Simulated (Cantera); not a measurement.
Feed: 1 mol Fe, 0.95 mol H2S, 8.6 mol CO, held at 1127 °C and 52.0 Pa.

Equilibrium computed with Cantera from the NASA thermochemical tables; the gas is ideal and each condensed phase is pure. Candidate condensed phases: C, C6H6, C7H8, C8H18, Fe, Fe(CO)5, FeO, Fe(OH)2, Fe(OH)3, FeS, FeSO4, FeS2, Fe2O3, Fe2(SO4)3, Fe3O4, H2O, H2SO4, S; 127 gas species. Metal and sulfide melt together well below either melting point, which pure phases cannot show. Mutual solubility and eutectic melting of coexisting phases are not modelled. FeS: taken at fixed stoichiometry. Kinetics and transport are ignored.

Base state: CO 0.894, H2 0.0976, S2 0.00621, H2S 0.00107, COS 0.000321, SH 0.000261, CS2 0.000170, CO2 0.000144 (mole fractions); condensed: Fe(γ) + FeS(s).

Q: What changes in the equilibrium state with this change: temperature from 1127 °C to 825 °C?

A: 
```json
[
 {"species": "CO", "before": "0.894", "after": "0.900"},
 {"species": "H2", "before": "0.0976", "after": "0.0992"},
 {"species": "H2S", "before": "0.00107", "after": "0.000224"},
 {"species": "S2", "before": "0.00621", "after": "3.67e-6"},
 {"species": "Fe", "before": "2.95e-5", "after": "2.25e-9"},
 {"species": "S", "before": "4.06e-5", "after": "5.93e-9"},
 {"species": "SH", "before": "0.000261", "after": "1.10e-6"},
 {"species": "H", "before": "6.66e-5", "after": "3.43e-7"},
 {"species": "Fe(γ), mol", "before": "0.189", "after": "0"},
 {"species": "FeS(s), mol", "before": "0.811", "after": "0.947"},
 {"species": "Fe(α), mol", "before": "0", "after": "0.0533"}
]
```

Q: What changes in the equilibrium state with this change: pressure from 52.0 Pa to 1.40 mbar?

A: 
```json
[
 {"species": "CO", "before": "0.894", "after": "0.898"},
 {"species": "H2", "before": "0.0976", "after": "0.0980"},
 {"species": "S2", "before": "0.00621", "after": "0.00231"},
 {"species": "Fe", "before": "2.95e-5", "after": "1.09e-5"},
 {"species": "S", "before": "4.06e-5", "after": "1.51e-5"},
 {"species": "SH", "before": "0.000261", "after": "0.000159"},
 {"species": "Fe(γ), mol", "before": "0.189", "after": "0.112"},
 {"species": "FeS(s), mol", "before": "0.811", "after": "0.887"}
]
```
